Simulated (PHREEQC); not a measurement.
A solution holds 80 mmol/kgw BaCl2, at 85 °C. Closed to the air; pH follows from the charge balance.

All values are PHREEQC results (ion-association model, phreeqc.dat), not measurements.

```json
[
 {"quantity": "pH", "before": "6.21", "after": "7.19"},
 {"quantity": "ionic strength (mol/kgw)", "before": "0.240", "after": "0.240"}
]
```

**Question.** Name the change that produced these shifts.
A. temperature from 85 to 10 °C
B. 0.0061 mol/kgw Ca(HCO3)2 added
C. BaCl2 from 0.08 to 0.016 mol/kgw
D. BaCl2 replaced by MnCl2 at the same molality

**Answer.** A, temperature from 85 to 10 °C

Precipitation was switched off in this run. Away from 25 °C the constants follow the database's enthalpies or fits; those with neither stay at their 25 °C values.
